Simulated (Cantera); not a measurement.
Charge: 1 mol Pb, 0.58 mol CO, 0.91 mol N₂, equilibrated at 39.0 Torr.

Method: chemical equilibrium by Gibbs-energy minimisation in Cantera with the NASA 1993 tables (ideal gas, pure condensed phases). Candidate condensed phases: C, Pb, PbO, PbO₂, Pb₃O₄; 27 gas species. Rates play no part.

**Question.** What share of the Pb ends up in condensed phases as a function of T (K), at 873, 973, 1073, 1173, 1273, 1373, 1473, 1573, 1673?

**Answer.** 
```tsv
T (K)	Pb condensed (%)	as
873	100.0	Pb(l)
973	100.0	Pb(l)
1073	99.8	Pb(l)
1173	98.8	Pb(l)
1273	94.5	Pb(l)
1373	79.0	Pb(l)
1473	15.3	Pb(l)
1573	0.0	-
1673	0.0	-
```
